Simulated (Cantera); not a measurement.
A perfectly stirred reactor is fed with CH₃OH : O₂ : N₂ : H₂O = 1 : 1.83 : 9.3 : 0.23 (molar parts), at 1580 Torr; it is adiabatic with a 650 K inlet, and is followed from long to short residence time, starting on the burning branch (τ in s: 0.037, 0.016, 0.0068, 0.0029, 0.0013, 0.00054, 0.00023, 9.9e-05, 4.3e-05, 1.8e-05, 7.9e-06).

Model: GRI-Mech 3.0 (53 species, 325 reactions), integrated in Cantera. GRI-Mech 3.0 was tuned for natural gas; its chemistry of methanol as a main component is partial and can be far from experiment.

One state of this run: T (K) = 1988; x CH₃OH = 8.14e-6; x O₂ = 0.0270; x H₂O = 0.170; x NO = 5.76e-5; x CH₂O = 7.34e-6; x HO₂ = 4.14e-6; x CH₄ = 7.99e-8. x: mole fraction; the columns are a selection and need not sum to one.

**Question.** Which value of τ (s) does it belong to?
A) 0.016
B) 0.0068
C) 4.3e-5
D) 0.0013

**Answer.** B, 0.0068
